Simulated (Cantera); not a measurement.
Input: 1 mol Si, 0.074 mol N2O, 9.3 mol H2, at 430 Pa.

Method: chemical equilibrium by Gibbs-energy minimisation in Cantera with the NASA 1993 tables (ideal gas, pure condensed phases). Candidate condensed phases: H2O, Si, SiO2, Si2N2O, Si3N4; 35 gas species. Mutual solubility and eutectic melting of coexisting phases are not modelled. The numbers say what is thermodynamically allowed, not how fast it happens. All values below are at 1300 °C.

Base state: H2 0.986, N2 0.00687, SiO 0.00687, H 0.000616, Si 1.28e-5 (mole fractions); condensed: Si(s) + Si2N2O(s).

Task: What changes in the equilibrium state with this change: N2O from 0.074 to 3.2 mol?

Result: 
```
species                before     after
-------------------  --------  --------
H2                      0.986     0.648
N2                    0.00687     0.256
H2O                   1.10e-7    0.0960
SiO                   0.00687   2.01e-5
Si                    1.28e-5     <1e-9
H                    0.000616  0.000499
Si(s), mol              0.917         0
Si2N2O(s), mol        0.00916         0
SiO2(β-quartz), mol         0     1.000
```
The tables hold silica as quartz up to 1696 K and as liquid above; real silica turns to tridymite and cristobalite and melts near 1996 K.

Task: What changes in the equilibrium state with this change: N2O from 0.074 to 0.7 mol?

Result: 
```csv
species,before,after
H2,0.986,0.920
N2,0.00687,0.0396
SiO,0.00687,0.0396
H2O,1.10e-7,1.97e-5
Si,1.28e-5,3.86e-7
H,0.000616,0.000595
"Si(s), mol",0.917,0
"Si2N2O(s), mol",0.00916,0.300
```
